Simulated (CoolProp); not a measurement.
Properties of fluorine at several states (Tc = 144.4 K, pc = 5240 kPa, ω = 0.045).

Model: reference Helmholtz-energy equation of state, de Reuck 1990, in CoolProp.

| T (K) | p (kPa) | phase | density (kg/m³) | cv (kJ/(kg K)) | isothermal compressibility (1/MPa) | expansivity (1/kK) | fugacity coefficient |
|---|---|---|---|---|---|---|---|
| 180.9 | 700 | gas | 18.07 | 0.5656 | 1.461 | 5.936 | 0.9788 |
| 242.1 | 7370 | supercritical | 150.1 | 0.6069 | 0.1439 | 5.559 | 0.9242 |
| 224.5 | 15500 | supercritical | 378.3 | 0.6481 | 0.06894 | 8.632 | 0.8134 |
| 290.1 | 17.3 | gas | 0.2725 | 0.6012 | 57.81 | 3.449 | 0.9999 |
